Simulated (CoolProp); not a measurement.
Vapour pressure (kPa) of C3F8 (R218): the reference equation beside estimates from Tc = 345.0 K, pc = 2640 kPa, ω = 0.317. Clausius-Clapeyron is anchored at 245 K with a constant enthalpy of vaporisation of 19.16 kJ/mol.

The numbers come from the reference Helmholtz-energy equation of state, Lemmon 2006 in CoolProp. It is a short technical equation, of lower accuracy than the large ones.

```csv
T (K),reference,Clausius-Clapeyron,van der Waals,Peng-Robinson
227.6,66.95,71.81,388.3,67.05
236.3,101.0,104.3,473.0,100.9
245,147.4,147.4,569.2,146.8
253.7,208.7,203.5,677.2,207.7
262.3,286.7,274.1,796.2,285.4
271,386.3,363.4,929.3,384.9
279.7,509.9,473.4,1076,509.0
288.4,661.0,607.0,1236,661.2
297.1,843.2,767.0,1411,845.6
```

Absolute difference from the reference over all 9 rows, mean and median: Clausius-Clapeyron 5.3 and 5.9 %, van der Waals 215.8 and 177.7 %, Peng-Robinson 0.3 and 0.3 %.
